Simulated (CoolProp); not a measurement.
Vapour-liquid equilibrium of CH2F2 (R32) (1) + fluoroethane (R161) (2) at 1.4 MPa; x and y are mole fractions of (1).

Model: multi-fluid Helmholtz-energy mixture model, Tillner-Roth 1997 and Wu 2012; pair parameters Bell 2016, in CoolProp.

**Question.** Give the bubble temperature and the first vapour's composition at x = 0.35, 0.65, 0.8. Is there an azeotrope?

**Answer.** x = 0.35: 30.3 °C, y = 0.462; x = 0.65: 24.0 °C, y = 0.738; x = 0.8: 21.3 °C, y = 0.856. No azeotrope shows between x = 0.05 and 0.95.

Pair parameters are fitted to limited data, so mixtures are less certain than the pure fluids.
